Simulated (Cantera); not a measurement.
An adiabatic, constant-pressure homogeneous reactor starts with C₃H₈ : O₂ : N₂ = 1 : 3.57 : 25 (molar parts), equivalence ratio 1.4, at 1650 K and 760 Torr.

Cantera simulation using GRI-Mech 3.0 (53 species, 325 reactions); the numbers are that mechanism's predictions, not measurements. GRI-Mech 3.0 was tuned for natural gas; its chemistry of propane as a main component is partial and can be far from experiment.

x: mole fraction; the columns are a selection and need not sum to one.

```
t (s)     T (K)      x C₃H₈        x O₂        x H₂      x H₂O₂       x HCN       x H₂O       x CO₂
--------  -----  ----------  ----------  ----------  ----------  ----------  ----------  ----------
2.00e-6    1639      0.0323       0.120    0.000371     1.22e-6    1.10e-11    0.000104     1.22e-6
6.38e-6    1623      0.0277       0.119     0.00203     4.59e-6    7.35e-10     0.00115     3.91e-5
2.04e-5    1637  (withheld)  (withheld)  (withheld)  (withheld)  (withheld)  (withheld)  (withheld)
6.50e-5    2338      <1e-12     0.00525      0.0304     5.52e-8     1.94e-7      0.0746      0.0259
0.000208   2428      <1e-12     0.00366      0.0302     4.25e-8    1.41e-10      0.0792      0.0280
0.000662   2537      <1e-12     0.00181      0.0290     3.10e-8    7.34e-10      0.0862      0.0297
0.00211    2591      <1e-12  (withheld)      0.0286     2.33e-8  (withheld)      0.0898      0.0305
0.00675    2591      <1e-12    0.000807      0.0288     2.19e-8     5.52e-9      0.0899      0.0304
0.0215     2590      <1e-12    0.000791      0.0289     2.16e-8     6.34e-9      0.0898      0.0303
0.0687     2590      <1e-12    0.000790      0.0289     2.16e-8     6.35e-9      0.0898      0.0303
0.219      2590      <1e-12    0.000790      0.0289     2.16e-8     6.35e-9      0.0898      0.0303
0.700      2590      <1e-12    0.000790      0.0289     2.16e-8     6.35e-9      0.0898      0.0303
```

Q: Some entries are withheld; supply them.

A: 
- 2.04e-5, x C₃H₈: 0.0121
- 2.04e-5, x O₂: 0.108
- 2.04e-5, x H₂: 0.0110
- 2.04e-5, x H₂O₂: 1.10e-5
- 2.04e-5, x HCN: 1.84e-8
- 2.04e-5, x H₂O: 0.00849
- 2.04e-5, x CO₂: 0.000418
- 0.00211, x O₂: 0.000903
- 0.00211, x HCN: 3.35e-9
